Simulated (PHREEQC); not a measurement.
A solution holds 0.2 mol/kgw HNO3 and 0.0017 mol/kgw Li2SO4, at 20 °C. Closed to the air; pH follows from the charge balance.

Equilibrium calculation in PHREEQC: ion-association model, phreeqc.dat.

Task: The ionic strength comes out as 0.202 mol/kgw. What activity coefficients do NO3-, LiSO4-, SO4-2, H+, Li+ get?

Result: NO3- 0.70, LiSO4- 0.74, SO4-2 0.29, H+ 0.80, Li+ 0.76.

No solid was allowed to form. Species that the database lacks are ignored.
